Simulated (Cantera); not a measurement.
Input: 1 mol Cu, 25 mol CO, 17 mol H2, 3.6 mol CO2, held at 700 °C and 100000 Pa.

Method: chemical equilibrium by Gibbs-energy minimisation in Cantera with the NASA 1993 tables (ideal gas, pure condensed phases). Kinetics and transport are ignored.

| species | before | after |
|---|---|---|
| CO | 0.409 | 0.601 |
| H2 | 0.326 | 0.318 |
| H2O | 0.0831 | 0.0540 |
| CO2 | 0.168 | 0.0249 |
| CH4 | 0.0137 | 4.40e-8 |
| Cu | <1e-9 | 0.00122 |
| H | <1e-9 | 0.000364 |
| C(graphite), mol | 5.63 | 0 |
| Cu(s), mol | 1.00 | 0 |
| Cu(l), mol | 0 | 0.944 |
Gas species are given as mole fractions.

Q: Name the change that produced these shifts.
(A) temperature from 700 °C to 727 °C
(B) temperature from 700 °C to 1600 °C
(C) pressure from 100000 Pa to 160000 Pa
(D) pressure from 100000 Pa to 2900 Pa

A: B, temperature from 700 °C to 1600 °C
